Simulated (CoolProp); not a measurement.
Vapour pressure (MPa) of ammonia: the reference equation beside estimates from Tc = 132.4 °C, pc = 11.36 MPa, ω = 0.256.

The numbers come from the reference Helmholtz-energy equation of state, Gao 2020 in CoolProp.

```csv
T (°C),reference,Lee-Kesler,van der Waals,Redlich-Kwong,Peng-Robinson
22.75,0.9350,0.9402,[?],1.396,0.9329
25.35,1.014,1.020,2.928,1.497,1.012
27.95,1.097,1.105,3.055,1.602,[?]
30.45,[?],1.191,3.181,1.708,[?]
33.05,1.276,1.287,3.315,1.824,1.275
35.65,1.375,1.387,3.452,1.945,1.375
38.15,1.476,1.490,3.588,2.067,1.476
40.75,1.587,1.602,3.732,2.199,1.587
43.35,1.704,1.720,3.880,2.336,1.705
45.95,1.828,1.845,4.032,2.480,[?]
48.45,1.952,1.971,4.182,2.624,1.955
```

Q: Fill in the missing entries.

A: 
- 22.75, van der Waals: 2.805
- 27.95, Peng-Robinson: 1.095
- 30.45, reference: 1.182
- 30.45, Peng-Robinson: 1.181
- 45.95, Peng-Robinson: 1.829

Absolute difference from the reference over all 11 rows, mean and median: Lee-Kesler 0.8 and 0.9 %, van der Waals 153.5 and 151.1 %, Redlich-Kwong 41.6 and 41.5 %, Peng-Robinson 0.1 and 0.1 %.
